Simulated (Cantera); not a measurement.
**Hydrocarbon pyrolysis for carbon deposition**

An isothermal, constant-pressure homogeneous reactor starts with CH4 : H2 = 1 : 1.3 (molar parts), at 1725 K and 0.0267 bar.

Model: GRI-Mech 3.0 (53 species, 325 reactions), integrated in Cantera. GRI-Mech 3.0 stops at C3 and has no aromatics, soot or wall deposition, so with more carbon than oxygen in the feed, carbon stays in small species such as C2H2 where larger ones or solid carbon would form. Radical loss at walls, strong at low pressure, is not modelled.

| t (s) | x CH4 | x H2 | x CH2 | x C2H6 | x C2H4 |
|---|---|---|---|---|---|
| 0.000600 | 0.434 | 0.565 | 2.37e-8 | 1.41e-6 | 4.33e-6 |
| 0.00118 | 0.434 | 0.565 | 8.74e-8 | 8.08e-6 | 3.29e-5 |
| 0.00231 | 0.432 | 0.566 | 3.03e-7 | 3.81e-5 | 0.000240 |
| 0.00454 | 0.426 | 0.569 | 9.39e-7 | 0.000140 | 0.00156 |
| 0.00891 | 0.400 | 0.584 | 2.02e-6 | 0.000308 | 0.00650 |
| 0.0175 | 0.335 | 0.626 | 2.20e-6 | 0.000280 | 0.00920 |
| 0.0343 | 0.250 | 0.682 | 1.82e-6 | 0.000164 | 0.00550 |
| 0.0674 | 0.167 | 0.737 | 1.45e-6 | 7.92e-5 | 0.00252 |
| 0.132 | 0.0982 | 0.783 | 1.10e-6 | 3.10e-5 | 0.000995 |
| 0.260 | 0.0511 | 0.814 | 7.85e-7 | 9.74e-6 | 0.000384 |
| 0.509 | 0.0240 | 0.832 | 5.09e-7 | 2.50e-6 | 0.000193 |
| 1.00 | 0.0107 | 0.840 | 2.89e-7 | 5.60e-7 | 0.000147 |
x: mole fraction; the columns are a selection and need not sum to one.

Equilibrium at this temperature and pressure: CH4 0.000834, H2 0.847, CH2 2.76e-8, C2H6 6.00e-9, C2H4 0.000136 (gas phase only).
